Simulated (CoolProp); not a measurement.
Computed with CoolProp (reference Helmholtz-energy equation of state, Thol 2019).

Question: For n-pentane, give the phase and the density (kg/m³), cp (kJ/(kg K)), cv (kJ/(kg K)), isothermal compressibility (1/MPa) at 263.75 °C and 13.5 bar.

Answer: 
- 263.75 °C and 13.5 bar: gas; density 24.0, cp 2.77, cv 2.58, isothermal compressibility 0.817
